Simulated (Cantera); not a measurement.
What does this Cantera script print?

```python
import numpy as np
import cantera as ct

gas = ct.Solution("gri30.yaml")


def delay(T, t_max=10):
    gas.TPX = T, 500000, {'CO': 1, 'H2': 0.094, 'CH4': 0.059, 'O2': 1.14, 'N2': 4.27, 'H2O': 0.69}
    reactor = ct.IdealGasConstPressureReactor(gas, clone=False)
    net = ct.ReactorNet([reactor])
    net.rtol, net.atol = 1e-8, 1e-16
    while net.time < t_max:
        t_old, T_old = net.time, reactor.T
        net.step()
        if reactor.T > T + 400:  # ignition: a rise of 400 K
            return t_old + (T + 400 - T_old) / (reactor.T - T_old) * (net.time - t_old)
    return np.nan


taus = []
for T in [1100, 1175, 1250, 1325, 1400, 1475, 1550, 1625, 1700, 1775]:
    taus.append(delay(T))
    print(f"T0 = {T:6g} K   tau = {taus[-1]:.4e} s")
```

Result:

```
T0 =   1100 K   tau = 1.3839e-03 s
T0 =   1175 K   tau = 3.8262e-04 s
T0 =   1250 K   tau = 1.3627e-04 s
T0 =   1325 K   tau = 6.0959e-05 s
T0 =   1400 K   tau = 3.3610e-05 s
T0 =   1475 K   tau = 2.1881e-05 s
T0 =   1550 K   tau = 1.5965e-05 s
T0 =   1625 K   tau = 1.2564e-05 s
T0 =   1700 K   tau = 1.0416e-05 s
T0 =   1775 K   tau = 8.9755e-06 s
```

Cantera simulation using GRI-Mech 3.0 (53 species, 325 reactions); the numbers are that mechanism's predictions, not measurements. Where the delays flatten at high temperature, the 400 K rule measures the pace of heat release, not the induction time.
